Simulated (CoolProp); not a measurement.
Vapour-liquid equilibrium of isohexane (1) + n-heptane (2) at 0.00323 MPa; x and y are mole fractions of (1).

Values from CoolProp's multi-fluid Helmholtz-energy mixture model, Lemmon 2006 and Span 2003; pair parameters Bell 2016.

| x | bubble temperature (K) | y at the bubble point | dew temperature at overall composition x (K) | liquid density (mol/L) |
|---|---|---|---|---|
| 0.05 | 282.4 | 0.223 | ? | 6.948 |
| 0.15 | 276.7 | 0.502 | 283.7 | 7.070 |
| 0.25 | 272.2 | 0.664 | 282.0 | 7.183 |
| 0.35 | 268.6 | 0.767 | ? | 7.292 |
| 0.45 | 265.6 | 0.837 | 277.9 | 7.398 |
| 0.55 | 263.1 | 0.888 | 275.5 | ? |
| 0.65 | ? | 0.925 | 272.7 | ? |
| 0.75 | 258.8 | 0.953 | 269.3 | 7.712 |
| 0.85 | 257.1 | 0.975 | 265.0 | 7.817 |
| 0.95 | 255.5 | 0.993 | 259.1 | 7.922 |

Question: Fill in the missing entries.

Answer: 
- 0.05, dew temperature at overall composition x (K): 285.3
- 0.35, dew temperature at overall composition x (K): 280.0
- 0.55, liquid density (mol/L): 7.503
- 0.65, bubble temperature (K): 260.8
- 0.65, liquid density (mol/L): 7.608

No azeotrope shows between x = 0.05 and 0.95.

The pair parameters rest on a limited set of measurements; away from them the model extrapolates.
